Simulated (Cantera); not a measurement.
A closed system holds: 1 mol SiH₄, 0.43 mol CO₂, 100 mol N₂, held at 6.40 Pa.

Equilibrium computed with Cantera from the NASA thermochemical tables; the gas is ideal and each condensed phase is pure. Candidate condensed phases: C, C₆H₆, C₇H₈, C₈H₁₈, H₂O, Si, SiC, SiO₂, Si₂N₂O, Si₃N₄; 151 gas species. N₂ is the only nitrogen source here; it is nearly inert below about 1500 K, so the nitride shown seldom forms there in practice. Mutual solubility and eutectic melting of coexisting phases are not modelled. The numbers say what is thermodynamically allowed, not how fast it happens.

**Question.** Which condensed phases are stable at each of these points (T (K)): 1098, 1173, 1248, 1323, 1398, 1473, 1548, 1623, 1698, 1773, 1848?

**Answer.** 
| T (K) | condensed phases | Si condensed (%) |
|---|---|---|
| 1098 | C(graphite) + Si₂N₂O(s) | 100.0 |
| 1173 | C(graphite) + Si₂N₂O(s) | 100.0 |
| 1248 | SiC(s) + Si₂N₂O(s) | 100.0 |
| 1323 | SiC(s) + Si₂N₂O(s) | 99.1 |
| 1398 | SiC(s) + Si₂N₂O(s) | 88.9 |
| 1473 | SiC(s) | 28.3 |
| 1548 | SiC(s) | 27.5 |
| 1623 | SiC(s) | 23.6 |
| 1698 | SiC(s) | 11.6 |
| 1773 | gas only | 0.0 |
| 1848 | gas only | 0.0 |

From 1098 K to 1173 K the condensed part is C(graphite) + Si₂N₂O(s). From 1248 K to 1398 K the condensed part is SiC(s) + Si₂N₂O(s). From 1473 K to 1698 K the condensed part is SiC(s). From 1773 K to 1848 K nothing is condensed.
